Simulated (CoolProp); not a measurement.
R115 along the isobar 2.96 MPa: Z from the reference equation and from simpler models built on Tc = 80.0 °C, pc = 3.129 MPa, ω = 0.248; each cubic takes its own stable root.

The numbers come from the reference Helmholtz-energy equation of state, Lemmon 2016 in CoolProp.

| T (°C) | phase | reference | van der Waals | Redlich-Kwong | Soave-Redlich-Kwong | Peng-Robinson |
|---|---|---|---|---|---|---|
| 4.85 | liquid | 0.1416 | 0.2203 | 0.1568 | 0.1508 | 0.1332 |
| 20.75 | liquid | 0.1408 | 0.2188 | 0.1581 | 0.1517 | 0.1341 |
| 36.55 | liquid | 0.1417 | 0.2205 | 0.1623 | 0.1556 | 0.1376 |
| 52.45 | liquid | 0.1457 | 0.2278 | 0.1718 | 0.1649 | 0.1462 |
| 68.35 | liquid | 0.1573 | 0.2503 | … | 0.1887 | 0.1685 |
| 84.25 | gas | 0.5437 | 0.5816 | 0.5522 | 0.5591 | 0.5307 |
| 100.15 | gas | 0.6613 | 0.6655 | 0.6531 | … | 0.6422 |
| 116.05 | gas | 0.7285 | 0.7183 | 0.7142 | 0.7362 | 0.7092 |
| 131.85 | gas | 0.7756 | 0.7569 | 0.7581 | 0.7833 | 0.7573 |
| 147.75 | gas | 0.8116 | … | 0.7923 | 0.8198 | 0.7948 |
| 163.65 | gas | 0.8402 | 0.8123 | 0.8198 | 0.8490 | 0.8249 |
| 179.55 | gas | 0.8634 | 0.8331 | 0.8424 | 0.8728 | … |

Problem. What belongs in the gaps?

Solution. 
- 68.35, Redlich-Kwong: 0.1959
- 100.15, Soave-Redlich-Kwong: 0.6701
- 147.75, van der Waals: 0.7875
- 179.55, Peng-Robinson: 0.8496
